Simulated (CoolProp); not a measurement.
Model: reference Helmholtz-energy equation of state, Gao 2020, in CoolProp.

Problem. For ammonia, give the phase and the Joule-Thomson coefficient (K/MPa), Prandtl number at 162.65 °C and 89.8 kPa; 162.65 °C and 778 kPa; 162.65 °C and 1600 kPa.

Solution. 
- 162.65 °C and 89.8 kPa: gas; Joule-Thomson coefficient 8.31, Prandtl number 0.846
- 162.65 °C and 778 kPa: gas; Joule-Thomson coefficient 8.23, Prandtl number 0.863
- 162.65 °C and 1600 kPa: gas; Joule-Thomson coefficient 8.14, Prandtl number 0.884

Viscosity comes from a separate model (Fenghour 1995). Thermal conductivity comes from a separate model (Tufeu 1984).
